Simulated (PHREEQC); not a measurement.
NaOH is added in steps, without added water, to 1 kg of water holding 0.025 mol/kgw K2CO3, 2.5e-06 mol/kgw H4SiO4 and 0.043 mol/kgw KH2PO4, at 25 °C. Oxygen alone is held at its pressure in air (log pO2 = -0.68). No CO2 enters from the air. Solids allowed: Chalcedony, Nahcolite, Natron. Others were left out.

Base run: PHREEQC, ion-association model, wateq4f.dat. Each further column changes one thing. The table gives H3SiO4- (mol/kgw).

```tsv
NaOH added (mol)	base	Debye-Hückel limiting law	database phreeqc.dat	Davies equation for every ion	metal-ligand complexes left out
0	6.41e-9	5.00e-9	6.41e-9	6.29e-9	6.70e-9
0.005583	1.05e-8	7.98e-9	1.05e-8	1.03e-8	1.10e-8
0.01117	2.09e-8	1.55e-8	2.09e-8	2.05e-8	2.20e-8
0.01675	8.79e-8	6.33e-8	8.77e-8	8.61e-8	9.31e-8
0.01954	3.20e-7	2.26e-7	3.19e-7	3.11e-7	3.46e-7
0.02513	9.92e-7	7.51e-7	9.85e-7	9.69e-7	1.06e-6
0.03071	1.52e-6	1.24e-6	1.51e-6	1.50e-6	1.59e-6
0.03629	1.92e-6	1.66e-6	1.90e-6	1.91e-6	1.97e-6
0.04188	2.20e-6	1.99e-6	2.17e-6	2.19e-6	2.21e-6
0.04746	2.33e-6	2.18e-6	2.31e-6	2.33e-6	2.33e-6
0.05025	2.36e-6	2.24e-6	2.34e-6	2.35e-6	2.35e-6
0.05583	2.37e-6	2.30e-6	2.37e-6	2.36e-6	2.37e-6
0.06142	2.35e-6	2.32e-6	2.36e-6	2.35e-6	2.36e-6
0.067	2.32e-6	2.31e-6	2.34e-6	2.31e-6	2.33e-6
```

H3PO4, which wateq4f.dat lacks, is added to it with the constant of phreeqc.dat.  phreeqc.dat and wateq4f.dat share most of their constants, so their agreement is no independent check. Solids allowed in the column 'database phreeqc.dat': SiO2(a).
